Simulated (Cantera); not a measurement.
What does this Cantera script print?

```python
import numpy as np
import cantera as ct

gas_names = """
    C CN CO CO2 C2 CCN CNC C2N2 C2O C3 C3O2 C4 C4N2 C5 Cu CuO Cu2 N NCO NO NO2 NO3 N2 N2O O O2 O3
""".split()
cond_names = """
    C(gr) Cu(cr) Cu(L) CuO(s) Cu2O(s) Cu2O(L)
""".split()


# ... load() reads the species with a 1 bar reference pressure and builds the phases ...
atoms = {
    'Cu': {'Cu': 1},
    'CO': {'C': 1, 'O': 1},
    'N2': {'N': 2},
}
top_T = {'C(gr)': 4500, 'CuO(s)': 1390}  # K; cautious upper limits of use, not melting points


# ... equilibrate(T, P, feed) seeds the gas with the atoms and calls Mixture.equilibrate('TP', solver="vcs", rtol=1e-11, max_steps=5000) ...
results = []
T = 1223  # K
P = 1000  # Pa
for m in [0.67, 0.97, 1.4, 2, 3, 4.3, 6.3, 9.2, 13, 19]:
    feed = {'Cu': 1, 'CO': m, 'N2': 2.3}  # mol
    mix = equilibrate(T, P, feed)
    results.append((T, P, feed, dict(zip(mix.species_names, mix.species_moles))))
    x = sorted(zip(gas.X, gas.species_names), reverse=True)
    print(f"T = {T:g} K  P = {P:g} Pa  n(CO) = {m:g} mol  gas = {mix.phase_moles(0):.4g} mol")
    print("   x: " + "  ".join(f"{s} {v:.3e}" for v, s in x if v > 1e-06))
    print("   condensed (mol): " + ("  ".join(f"{mix.phase(i).name} {mix.phase_moles(i):.4g}"
          for i in range(1, mix.n_phases) if mix.phase_moles(i) > 1e-12) or "none"))
```

Output:

```
T = 1223 K  P = 1000 Pa  n(CO) = 0.67 mol  gas = 2.97 mol
   x: N2 7.744e-01  CO 2.256e-01  CO2 7.000e-06  Cu 2.294e-06
   condensed (mol): C(gr) 2.079e-05  Cu(cr) 1
T = 1223 K  P = 1000 Pa  n(CO) = 0.97 mol  gas = 3.27 mol
   x: N2 7.034e-01  CO 2.966e-01  CO2 1.210e-05  Cu 2.294e-06
   condensed (mol): C(gr) 3.958e-05  Cu(cr) 1
T = 1223 K  P = 1000 Pa  n(CO) = 1.4 mol  gas = 3.7 mol
   x: N2 6.216e-01  CO 3.783e-01  CO2 1.969e-05  Cu 2.294e-06
   condensed (mol): C(gr) 7.286e-05  Cu(cr) 1
T = 1223 K  P = 1000 Pa  n(CO) = 2 mol  gas = 4.3 mol
   x: N2 5.349e-01  CO 4.651e-01  CO2 2.976e-05  Cu 2.294e-06
   condensed (mol): C(gr) 0.0001279  Cu(cr) 1
T = 1223 K  P = 1000 Pa  n(CO) = 3 mol  gas = 5.3 mol
   x: CO 5.660e-01  N2 4.340e-01  CO2 4.407e-05  Cu 2.294e-06
   condensed (mol): C(gr) 0.0002335  Cu(cr) 1
T = 1223 K  P = 1000 Pa  n(CO) = 4.3 mol  gas = 6.6 mol
   x: CO 6.514e-01  N2 3.485e-01  CO2 5.838e-05  Cu 2.294e-06
   condensed (mol): C(gr) 0.0003853  Cu(cr) 1
T = 1223 K  P = 1000 Pa  n(CO) = 6.3 mol  gas = 8.599 mol
   x: CO 7.325e-01  N2 2.675e-01  CO2 7.381e-05  Cu 2.294e-06
   condensed (mol): C(gr) 0.0006347  Cu(cr) 1
T = 1223 K  P = 1000 Pa  n(CO) = 9.2 mol  gas = 11.5 mol
   x: CO 7.999e-01  N2 2.000e-01  CO2 8.802e-05  Cu 2.294e-06
   condensed (mol): C(gr) 0.001012  Cu(cr) 1
T = 1223 K  P = 1000 Pa  n(CO) = 13 mol  gas = 15.3 mol
   x: CO 8.496e-01  N2 1.503e-01  CO2 9.929e-05  Cu 2.294e-06
   condensed (mol): C(gr) 0.001519  Cu(cr) 1
T = 1223 K  P = 1000 Pa  n(CO) = 19 mol  gas = 21.3 mol
   x: CO 8.919e-01  N2 1.080e-01  CO2 1.094e-04  Cu 2.294e-06
   condensed (mol): C(gr) 0.002331  Cu(cr) 1
```

These are equilibrium values from Cantera (NASA tables, ideal gas, pure condensed phases), not measurements of a reactor.
